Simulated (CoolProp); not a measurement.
Properties of carbon monoxide at several states (Tc = -140.3 °C, pc = 3.498 MPa, ω = 0.050).

Model: reference Helmholtz-energy equation of state, Lemmon 2006, in CoolProp. It is a short technical equation, of lower accuracy than the large ones.

| T (°C) | p (MPa) | phase | density (kg/m³) | isothermal compressibility (1/MPa) |
|---|---|---|---|---|
| 130.15 | 0.0145 | gas | 0.1211 | 68.96 |
| -83.55 | 0.0748 | gas | 1.332 | 13.40 |
| -34.15 | 0.06 | gas | 0.8464 | 16.68 |
| 102.85 | 0.882 | gas | 7.892 | 1.132 |
